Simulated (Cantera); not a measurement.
Input (Python, Cantera) and output of one run.

```python
import numpy as np
import cantera as ct

gas_names = """
    CL CL2 Fe FeCL FeCL2 FeCL3 Fe2CL4 Fe2CL6 H HCL H2 N NH NH2 NH3 N2 N2H2 N2H4
""".split()
cond_names = """
    Fe(a) Fe(c) Fe(d) Fe(L) FeCL2(s) FeCL2(L) FeCL3(s) FeCL3(L) NH4CL(a) NH4CL(b)
""".split()


# ... load() reads the species with a 1 bar reference pressure and builds the phases ...
atoms = {
    'FeCl2': {'Fe': 1, 'CL': 2},
    'HCl': {'H': 1, 'CL': 1},
    'N2': {'N': 2},
}
top_T = {}  # K; cautious upper limits of use, not melting points


# ... equilibrate(T, P, feed) seeds the gas with the atoms and calls Mixture.equilibrate('TP', solver="vcs", rtol=1e-11, max_steps=5000) ...
results = []
T = 1848.15  # K
P = 3500  # Pa
for m in [0.023, 0.031, 0.043, 0.059, 0.08, 0.11, 0.15]:
    feed = {'FeCl2': 1, 'HCl': m, 'N2': 0.73}  # mol
    mix = equilibrate(T, P, feed)
    results.append((T, P, feed, dict(zip(mix.species_names, mix.species_moles))))

top = {s: max(r[3][s] / sum(r[3][g] for g in gas_names) for r in results) for s in gas_names}
cols = sorted((s for s in top if top[s] > 0.001), key=lambda s: -top[s])[:8]
seen = [c for c in cond_names if any(r[3].get(c, 0) > 1e-12 for r in results)]
print("log10 of partial pressures in bar; condensed amounts in mol")
print(f"{'n(HCl)':>10s}" + "".join(f"{s[:9]:>10s}" for s in cols + seen))
for T, P, feed, n in results:
    ng = sum(n[g] for g in gas_names)
    print(f"{feed['HCl']:10.4g}" + "".join(f"{np.log10(max(n[s] / ng * P / 1e5, 1e-99)):10.3f}" for s in cols)
          + "".join(f"{n.get(c, 0):10.4g}" for c in seen))
```

Output:

```
log10 of partial pressures in bar; condensed amounts in mol
    n(HCl)     FeCL2        N2       HCL        CL        H2
     0.023    -1.701    -1.837    -3.352    -4.138    -5.216
     0.031    -1.703    -1.839    -3.227    -4.120    -5.001
     0.043    -1.706    -1.842    -3.090    -4.090    -4.788
     0.059    -1.710    -1.846    -2.958    -4.048    -4.608
      0.08    -1.715    -1.851    -2.832    -3.996    -4.460
      0.11    -1.722    -1.858    -2.701    -3.931    -4.328
      0.15    -1.731    -1.868    -2.575    -3.861    -4.217
```

Equilibrium computed with Cantera from the NASA thermochemical tables; the gas is ideal and each condensed phase is pure.
